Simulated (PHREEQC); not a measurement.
1 kg of water holding 21 mmol/kgw NaCl meets 20 L of dry gas (H2 1 by moles) at fixed total pressure, at 25 °C; fugacities by Peng-Robinson. The gases take part in no redox reaction, some water evaporates into the gas, and hydrates or a liquid gas phase aren't modelled. No solid was allowed to form.

All values are PHREEQC results (ion-association model, phreeqc.dat), not measurements.

Task: Predict dissolved H2 (mol/kgw) at P (atm) = 10, 30, 40, 50.

Result: 
```
P (atm)  dissolved H2 (mol/kgw)
-------  ----------------------
10                      0.00780
30                       0.0230
40                       0.0304
50                       0.0377
```
